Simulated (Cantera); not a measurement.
An isothermal, constant-pressure homogeneous reactor starts with NO : N₂ = 1 : 2.9 (molar parts), at 2023 K and 1430 Torr.

Model: GRI-Mech 3.0 (53 species, 325 reactions), integrated in Cantera.

x: mole fraction; the columns are a selection and need not sum to one.

| t (s) | x NO | x NO₂ | x O | x N₂ | x O₂ | x N₂O |
|---|---|---|---|---|---|---|
| 0.000900 | 0.256 | 8.38e-5 | 4.05e-5 | 0.744 | 9.44e-5 | 3.29e-5 |
| 0.00243 | 0.255 | 8.93e-5 | 4.30e-5 | 0.744 | 0.000401 | 3.30e-5 |
| 0.00656 | 0.254 | 9.55e-5 | 4.61e-5 | 0.745 | 0.00124 | 3.25e-5 |
| 0.0177 | 0.249 | 0.000110 | ___ | 0.747 | 0.00349 | 3.13e-5 |
| 0.0478 | 0.237 | 0.000137 | ___ | 0.753 | 0.00949 | 2.82e-5 |
| 0.129 | 0.207 | 0.000172 | ___ | 0.768 | 0.0246 | 2.13e-5 |
| 0.349 | 0.144 | 0.000173 | ___ | 0.800 | 0.0558 | 1.04e-5 |
| 0.941 | 0.0623 | 9.71e-5 | ___ | 0.841 | 0.0969 | 2.30e-6 |
| 2.54 | 0.0153 | 2.65e-5 | 0.000202 | 0.864 | 0.120 | 6.18e-7 |
| 6.86 | 0.00686 | 1.21e-5 | 0.000205 | 0.868 | 0.125 | 5.39e-7 |
| 18.5 | 0.00662 | 1.17e-5 | 0.000205 | 0.868 | 0.125 | 5.38e-7 |
| 50.0 | 0.00662 | 1.17e-5 | 0.000205 | 0.868 | 0.125 | 5.38e-7 |

Q: Some entries are withheld; supply them.

A: 
- 0.0177, x O: 5.36e-5
- 0.0478, x O: 6.96e-5
- 0.129, x O: 9.88e-5
- 0.349, x O: 0.000141
- 0.941, x O: 0.000182
